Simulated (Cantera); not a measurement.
Standard-state values (1 bar) from the NASA 1993 polynomials, evaluated with Cantera. Values are per mole of reaction as written; species without (g) are pure solids or liquids, kept so even where they would boil at 1 bar.

**Question.** Between 625 and 2625 K, where is each reaction favourable under standard conditions?
- SiF4(g) + O(g) = 2 F2(g) + SiO(g)

**Answer.** 
- SiF4(g) + O(g) = 2 F2(g) + SiO(g): ΔG° is 1158 kJ at 625 K and 846 kJ at 2625 K; it stays positive (K < 1). ΔH° is 1237 kJ and ΔS° 149 J/K at 2625 K.
